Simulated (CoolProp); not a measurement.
The fluid at 531.7 K and 0.231 MPa flows at 0.19 m/s in a round tube of 20 mm bore and 1.5 µm roughness, fully developed (64/Re and Nu = 3.66 if laminar; Colebrook and Gnielinski if turbulent). The same conditions are run with several fluids, on thermodynamics alone (safety and materials aside).

Computed with CoolProp (reference Helmholtz-energy equation of state of each fluid (nitrogen: Span 2000; propylene: Lemmon 2013; ethanol: Schroeder 2014; ammonia: Gao 2020; o-xylene: Zhou 2012)).

**Question.** Rank nitrogen, propylene, ethanol, ammonia, o-xylene by Reynolds number, highest first.

**Answer.** o-xylene (1900), ethanol (589), propylene (563), nitrogen (204), ammonia (178)

| fluid | Darcy friction factor | pressure drop (Pa/m) | heat-transfer coefficient (W/(m² K)) | mass flow (kg/h) |
|---|---|---|---|---|
| nitrogen | 0.313 | 0.414 | 7.49 | 0.314 |
| propylene | 0.114 | 0.227 | 8.70 | 0.475 |
| ethanol | 0.109 | 0.238 | 7.74 | 0.522 |
| ammonia | 0.360 | 0.290 | 10.7 | 0.192 |
| o-xylene | 0.0336 | 0.176 | 6.43 | 1.24 |

Transport values come from each fluid's own correlations; those of propylene are estimates that may be off by 10 % or more.
